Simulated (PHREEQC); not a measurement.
## Reverse-osmosis permeate: an equilibrium model

Synthetic water in mmol/kgw, 25 °C, pH 6.16, pe 10.3:

| constituent | mmol/kgw |
|---|---|
| Na | 0.00899 |
| K | 0.0223 |
| Ca | 0.0154 |
| Mg | 0.0197 |
| Cl | 0.0333 |
| S(6) | 0.0152 |
| Alkalinity (meq/kgw) | 0.0384 |
| Br | 1.23e-05 |

Valence states are taken as typed.

The numbers come from PHREEQC with the ion-association model, phreeqc.dat.

| Item | Result |
|---|---|
| ionic strength | 0.000152 mol/kgw |
| charge-balance error | -0.3 % |

| species | molality | activity | log γ |
|---|---|---|---|
| CO2 | 5.99e-5 | 5.99e-5 | 0.000 |
| HCO3- | 3.91e-5 | 3.85e-5 | -0.006 |
| Cl- | 3.33e-5 | 3.28e-5 | -0.006 |
| K+ | 2.23e-5 | 2.20e-5 | -0.006 |
| Mg+2 | 1.96e-5 | 1.86e-5 | -0.025 |
| Ca+2 | 1.54e-5 | 1.45e-5 | -0.025 |
| SO4-2 | 1.51e-5 | 1.43e-5 | -0.025 |
| Na+ | 8.99e-6 | 8.86e-6 | -0.006 |
| H+ | 7.02e-7 | 6.92e-7 | -0.006 |
| MgSO4 | 6.20e-8 | 6.20e-8 | 0.000 |
| CaSO4 | 3.68e-8 | 3.68e-8 | 0.000 |

No solid was allowed to form. Species that the database lacks are ignored.
